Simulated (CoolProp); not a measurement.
Saturation properties of R142b.

The numbers come from the reference Helmholtz-energy equation of state, Lemmon 2006 in CoolProp. It is a short technical equation, of lower accuracy than the large ones.

| T (°C) | p (MPa) | vapour density (kg/m³) | surface tension (mN/m) |
|---|---|---|---|
| -71.75 | 0.003075 | 0.1852 | 24.7 |
| -45.15 | 0.01788 | 0.9599 | 20.8 |
| -18.55 | 0.06801 | 3.334 | 17.1 |
| 8.05 | 0.1936 | 8.893 | 13.6 |
| 34.65 | 0.4498 | 19.92 | 10.2 |
| 61.25 | 0.9027 | 39.91 | 7.05 |
| 87.85 | 1.628 | 75.37 | 4.13 |
| 114.45 | 2.719 | 144.5 | 1.58 |

It boils at -9.1 °C under 1 atm.

Surface tension comes from a separate correlation (Mulero 2012).
